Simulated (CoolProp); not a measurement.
Values from CoolProp's reference Helmholtz-energy equation of state, Lemmon 2006. It is a short technical equation, of lower accuracy than the large ones.

### Question
Give the vapour pressure (MPa), vapour density (kg/m³), enthalpy of vaporisation (kJ/kg), surface tension (mN/m) of saturated C3F8 (R218) at -26.45 °C.

### Answer
```csv
T (°C),p (MPa),vapour density (kg/m³),enthalpy of vaporisation (kJ/kg),surface tension (mN/m)
-26.45,0.158,15.6,101,9.30
```

Surface tension comes from a separate correlation (Mulero 2012).
